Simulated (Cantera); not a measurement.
A perfectly stirred reactor is fed with H₂ : O₂ : N₂ = 0.73 : 1 : 1.9 (molar parts), at 0.133 bar; it is held at 1073 K, and followed from long to short residence time.

Cantera simulation using GRI-Mech 3.0 (53 species, 325 reactions); the numbers are that mechanism's predictions, not measurements. The temperature is held fixed by assumption; the heat of reaction is taken as removed at once.

Task: What does this change do: pressure from 0.133 bar to 0.440 bar?

Result: 
```
quantity                 before     after
---------------------  --------  --------
x(H₂) at τ = 18.0 s     7.32e-5  0.000125
x(O₂) at τ = 18.0 s       0.194     0.195
x(HO₂) at τ = 18.0 s    2.24e-6   4.36e-6
x(H) at τ = 18.0 s      8.80e-7   8.47e-8
x(NO) at τ = 18.0 s     6.50e-8   2.63e-8
x(H₂) at τ = 76.0 ms    0.00246   0.00331
x(O₂) at τ = 76.0 ms      0.195     0.196
x(HO₂) at τ = 76.0 ms   2.50e-5   5.40e-5
x(H) at τ = 76.0 ms    0.000209   1.94e-5
x(NO) at τ = 76.0 ms    8.72e-8   1.89e-8
```

Task: What does this change do: pressure from 0.133 bar to 0.310 bar?

Result: 
```csv
quantity,before,after
x(H₂) at τ = 18.0 s,7.32e-5,7.51e-5
x(O₂) at τ = 18.0 s,0.194,0.195
x(HO₂) at τ = 18.0 s,2.24e-6,2.64e-6
x(H) at τ = 18.0 s,8.80e-7,1.65e-7
x(NO) at τ = 18.0 s,6.50e-8,5.53e-8
x(H₂) at τ = 76.0 ms,0.00246,0.00256
x(O₂) at τ = 76.0 ms,0.195,0.195
x(HO₂) at τ = 76.0 ms,2.50e-5,4.05e-5
x(H) at τ = 76.0 ms,0.000209,3.89e-5
x(NO) at τ = 76.0 ms,8.72e-8,3.12e-8
```

Task: What does this change do: pressure from 0.133 bar to 0.330 bar?

Result: 
```tsv
quantity	before	after
x(H₂) at τ = 18.0 s	7.32e-5	7.83e-5
x(O₂) at τ = 18.0 s	0.194	0.195
x(HO₂) at τ = 18.0 s	2.24e-6	2.76e-6
x(H) at τ = 18.0 s	8.80e-7	1.46e-7
x(NO) at τ = 18.0 s	6.50e-8	5.14e-8
x(H₂) at τ = 76.0 ms	0.00246	0.00264
x(O₂) at τ = 76.0 ms	0.195	0.195
x(HO₂) at τ = 76.0 ms	2.50e-5	4.23e-5
x(H) at τ = 76.0 ms	0.000209	3.43e-5
x(NO) at τ = 76.0 ms	8.72e-8	2.88e-8
```
